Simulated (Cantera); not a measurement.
An isothermal, constant-pressure homogeneous reactor starts with C₂H₆ : N₂ = 1 : 11 (molar parts), at 1550 K and 100000 Pa. Integrator tolerance rtol = 1e-08.

Cantera simulation using GRI-Mech 3.0 (53 species, 325 reactions); the numbers are that mechanism's predictions, not measurements. GRI-Mech 3.0 stops at C3 and has no aromatics, soot or wall deposition, so with more carbon than oxygen in the feed, carbon stays in small species such as C2H2 where larger ones or solid carbon would form.

| quantity | before | after |
|---|---|---|
| x(C₂H₆) at 10.0 s | 1.23e-6 (gas-phase equilibrium 5.80e-7) | 0.000559 (gas-phase equilibrium 8.20e-5) |
| x(HCN) at 10.0 s | 2.32e-7 (gas-phase equilibrium 0.0776) | 9.98e-12 (gas-phase equilibrium 0.0366) |
| x(C₂H₄) at 10.0 s | 0.00155 (gas-phase equilibrium 0.000713) | 0.0364 (gas-phase equilibrium 0.00995) |
| x(H) at 10.0 s | 1.16e-5 (gas-phase equilibrium 1.17e-5) | 2.21e-7 (gas-phase equilibrium 2.34e-8) |
| x(CH₂) at 10.0 s | 8.55e-10 (gas-phase equilibrium 5.78e-10) | 2.03e-12 (gas-phase equilibrium <1e-12) |
| x(C₂H) at 10.0 s | 1.48e-8 (gas-phase equilibrium 6.56e-9) | 1.06e-11 (gas-phase equilibrium 1.15e-12) |

### Question
What was changed between the two runs?
A. C2H6 1 to 0.34 parts
B. pressure from 100000 Pa to 81.0 Pa
C. temperature 1550 to 1173 K
D. temperature 1550 to 1373 K

### Answer
C, temperature 1550 to 1173 K
